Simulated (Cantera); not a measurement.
**Premixed flame**

A freely propagating, adiabatic, planar premixed flame of H₂ : O₂ : N₂ : H₂O = 1 : 0.278 : 1 : 0.36 (molar parts), equivalence ratio 1.8, unburnt at 550 K and 100.0 Torr; unity-Lewis-number transport, grid criteria slope 0.08 and curve 0.16, no radiation.

Cantera simulation using the H2/O2 subset of GRI-Mech 3.0, which has no nitrogen chemistry; the numbers are that mechanism's predictions, not measurements. Unity Lewis numbers drop preferential diffusion, which matters most where H2 and H carry the flame. Burning velocities carry a grid error of a few per cent, more on coarse grids.

```csv
z (mm),T (K),u (m/s),x H₂,x O₂,x H₂O,x HO₂,x OH,x H₂O₂
-13.5,550,3.15,0.379,0.105,0.136,<1e-8,<1e-8,<1e-8
-9.03,550,3.15,0.379,0.105,0.136,<1e-8,<1e-8,<1e-8
-6.77,550,3.15,0.379,0.105,0.136,4.66e-8,<1e-8,<1e-8
-4.51,550,3.15,0.379,0.105,0.136,1.03e-6,<1e-8,2.12e-8
-2.26,569,3.25,0.377,0.104,0.139,5.93e-5,5.80e-6,1.22e-6
-1.13,732,4.14,0.354,0.0927,0.165,4.91e-5,0.000168,1.15e-6
0,1087,6.01,0.242,0.0460,0.263,1.34e-5,0.00131,2.60e-7
1.13,1311,7.16,0.152,0.00955,0.338,2.25e-6,0.00363,3.76e-7
2.26,1412,7.65,0.145,0.00389,0.351,8.26e-7,0.00476,3.78e-7
4.51,1525,8.18,0.151,0.00269,0.357,5.08e-7,0.00562,2.95e-7
9.03,1643,8.73,0.160,0.00193,0.362,3.36e-7,0.00604,1.79e-7
18.1,1756,9.24,0.167,0.00121,0.368,2.04e-7,0.00583,9.39e-8
36.1,1854,9.67,0.173,0.000650,0.374,1.15e-7,0.00499,4.63e-8
```
x: mole fraction of selected species; z is measured from the peak of heat release.

```
Quantity                    Result
------------------------  --------
laminar burning velocity  315 cm/s
thermal thickness          4.51 mm
peak x(HO₂)                7.45e-5
peak x(OH)                 0.00606
peak x(H₂O₂)               1.73e-6
grid points                    131
```
